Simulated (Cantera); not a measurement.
Thermodynamics of fluorocarbon and chlorocarbon gases, feed CH2F2 + HCl

Feed: 1 mol CH2F2, 1.2 mol HCl, equilibrated at 61.0 mbar.

Method: chemical equilibrium by Gibbs-energy minimisation in Cantera with the NASA 1993 tables (ideal gas, pure condensed phases). Candidate condensed phases: C, C6H6, C7H8, C8H18; 118 gas species. The tables' values for CCl are old estimates; treat these amounts as uncertain. Rates play no part.

```csv
T (K),x HF,x H,x Cl,x HCl,x F,x C3,x H2,x C,x C2,x CF,n C(graphite)
2798,0.545,0.0720,0.168,0.161,0.00342,0.000505,0.0479,0.000106,4.93e-5,0.000252,0.978
2898,0.525,0.0992,0.190,0.129,0.00578,0.00166,0.0461,0.000304,0.000165,0.000537,0.954
2998,0.501,0.130,0.208,0.0982,0.00962,0.00501,0.0416,0.000815,0.000508,0.00111,0.894
3098,0.470,0.160,0.221,0.0715,0.0158,0.0140,0.0351,0.00205,0.00145,0.00222,0.741
3198,0.426,0.188,0.224,0.0490,0.0252,0.0368,0.0276,0.00486,0.00389,0.00427,0.341
3298,0.382,0.216,0.223,0.0332,0.0387,0.0533,0.0215,0.00914,0.00686,0.00655,0
3398,0.344,0.248,0.223,0.0233,0.0577,0.0489,0.0173,0.0144,0.00877,0.00842,0
3498,0.299,0.279,0.219,0.0162,0.0818,0.0432,0.0137,0.0216,0.0107,0.0102,0
```
x: gas mole fraction; n: condensed amount in mol.

From 2798 K to 3198 K the condensed part is C(graphite). From 3298 K to 3498 K nothing is condensed. The main C-bearing gas is C2H2 (acetylene) at 2798 K and C3 at 3498 K.
